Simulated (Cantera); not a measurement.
Input: 1 mol SiH2Cl2, 1 mol NH3, held at 0.100 bar.

Method: chemical equilibrium by Gibbs-energy minimisation in Cantera with the NASA 1993 tables (ideal gas, pure condensed phases). Candidate condensed phases: NH4Cl, Si, Si3N4; 28 gas species. The tables' values for SiCl3, SiCl, SiN are old estimates; treat these amounts as uncertain. Gases not in the tables: Si2H6 and higher silanes. Rates play no part. All values below are at 1998 K.

Base state: H2 0.530, HCl 0.183, SiCl2 0.152, N2 0.125, H 0.00369, SiCl3 0.00281, SiCl 0.00102, Cl 0.000952 (mole fractions); condensed: Si(l).

### Question
What changes in the equilibrium state with this change: NH3 from 1 to 4.4 mol?

### Answer
```
species       before     after
----------  --------  --------
H2             0.530     0.648
N2             0.125     0.203
HCl            0.183     0.103
SiCl2          0.152    0.0396
SiCl4        5.97e-5   4.03e-6
SiCl3        0.00281  0.000372
SiHCl3       6.70e-5   9.81e-6
SiH2Cl2      1.45e-5   4.62e-6
Cl          0.000952  0.000485
Si(l), mol     0.371     0.555
```
The tables' values for SiCl, SiCl3, SiN are old estimates; treat these amounts as uncertain.
